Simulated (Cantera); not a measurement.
A freely propagating, adiabatic, planar premixed flame of 29.6 % H2, 14.8 % O2, 55.6 % N2, equivalence ratio 1.0, unburnt at 350 K and 61000 Pa; unity-Lewis-number transport, grid criteria slope 0.08 and curve 0.16, no radiation.

Computed with Cantera and the H2/O2 subset of GRI-Mech 3.0, which has no nitrogen chemistry. Unity Lewis numbers drop preferential diffusion, which matters most where H2 and H carry the flame. Burning velocities carry a grid error of a few per cent, more on coarse grids.

x: mole fraction of selected species; z is measured from the peak of heat release.

| z (mm) | T (K) | u (m/s) | x H2 | x O2 | x H | x H2O2 | x O | x OH |
|---|---|---|---|---|---|---|---|---|
| -1.75 | 350 | 1.98 | 0.296 | 0.148 | <1e-8 | <1e-8 | <1e-8 | <1e-8 |
| -1.17 | 350 | 1.98 | 0.296 | 0.148 | <1e-8 | <1e-8 | <1e-8 | <1e-8 |
| -0.875 | 350 | 1.98 | 0.296 | 0.148 | <1e-8 | 2.05e-8 | <1e-8 | <1e-8 |
| -0.583 | 351 | 1.98 | 0.296 | 0.148 | <1e-8 | 3.44e-7 | 6.29e-8 | <1e-8 |
| -0.292 | ? | 2.25 | 0.291 | 0.145 | ? | ? | ? | ? |
| -0.146 | 704 | 3.89 | 0.253 | 0.127 | 0.00288 | 1.89e-5 | 0.000295 | 0.000546 |
| 0 | 1187 | 6.36 | 0.143 | 0.0777 | 0.0368 | 3.62e-6 | 0.00460 | 0.00296 |
| 0.146 | 1478 | 7.76 | 0.0619 | 0.0386 | 0.0608 | 2.55e-6 | 0.0107 | 0.00877 |
| 0.292 | 1624 | 8.43 | 0.0483 | 0.0290 | 0.0544 | 1.59e-6 | 0.0116 | 0.0119 |
| 0.583 | 1781 | 9.13 | 0.0458 | 0.0245 | 0.0406 | 8.11e-7 | 0.00990 | 0.0142 |
| 1.17 | 1941 | 9.82 | 0.0425 | ? | ? | ? | ? | 0.0154 |
| 2.33 | 2088 | 10.4 | 0.0372 | 0.0166 | 0.0173 | 2.46e-7 | 0.00507 | 0.0152 |
| 4.67 | 2213 | 10.9 | 0.0307 | 0.0129 | 0.0101 | 1.68e-7 | 0.00314 | 0.0137 |

Problem. Complete the blanks.

Solution. 
- -0.292, T (K): 400
- -0.292, x H: 2.29e-6
- -0.292, x H2O2: 1.19e-5
- -0.292, x O: 6.09e-6
- -0.292, x OH: 8.75e-6
- 1.17, x O2: 0.0205
- 1.17, x H: 0.0275
- 1.17, x H2O2: 4.17e-7
- 1.17, x O: 0.00746
